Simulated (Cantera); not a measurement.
An isothermal, constant-pressure homogeneous reactor starts with 21.3 % C2H6, 78.7 % N2, at 1500 K and 1.01 bar.

Model: GRI-Mech 3.0 (53 species, 325 reactions), integrated in Cantera. GRI-Mech 3.0 stops at C3 and has no aromatics, soot or wall deposition, so with more carbon than oxygen in the feed, carbon stays in small species such as C2H2 where larger ones or solid carbon would form.

Predict: x(C2H6) at 6.00 s; x(CH4) at 6.00 s; x(C2H4) at 6.00 s; x(H2) at 6.00 s; x(H) at 6.00 s; x(CH3) at 6.00 s.


| Item | Result |
|---|---|
| x(C2H6) at 6.00 s | 1.95e-5 (gas-phase equilibrium 1.34e-5) |
| x(CH4) at 6.00 s | 0.0377 (gas-phase equilibrium 0.0318) |
| x(C2H4) at 6.00 s | 0.00904 (gas-phase equilibrium 0.00599) |
| x(H2) at 6.00 s | 0.247 (gas-phase equilibrium 0.256) |
| x(H) at 6.00 s | 8.74e-6 (gas-phase equilibrium 8.91e-6) |
| x(CH3) at 6.00 s | 2.70e-5 (gas-phase equilibrium 2.24e-5) |
